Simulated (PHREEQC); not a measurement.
Consider water at 25 °C with 0.019 mol/kgw HF, 0.004 mol/kgw Na2HPO4 and 0.0023 mol/kgw KCl. Closed to the air; pH follows from the charge balance.

Equilibrium calculation in PHREEQC: ion-association model, wateq4f.dat.

This is a speciation only: nothing precipitates in the calculation.

### Question
Estimate the pH, ionic strength.

### Answer
pH 2.83; ionic strength 0.0119 mol/kgw.

### Question
In which forms is P present?

### Answer
H2PO4- 84 %, H3PO4 16 % of the P.

H3PO4, which wateq4f.dat lacks, is added to it with the constant of phreeqc.dat.
